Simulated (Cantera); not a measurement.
Ignition delay

Mixture: CH₄ : O₂ : N₂ = 1 : 1.33 : 5.01 (molar parts), at 1.80 bar, adiabatic and at constant volume. Ignition delay is the time to a rise of 400 K.

Computed with Cantera and GRI-Mech 3.0 (53 species, 325 reactions).

| T0 (K) | delay (ms) |
|---|---|
| 1175 | 45.7 |
| 1225 | 22.7 |
| 1275 | 11.7 |
| 1325 | 6.19 |
| 1375 | 3.38 |
| 1425 | 1.89 |

```yaml
apparent activation energy between 1325 and 1425 K: 190 kJ/mol
```
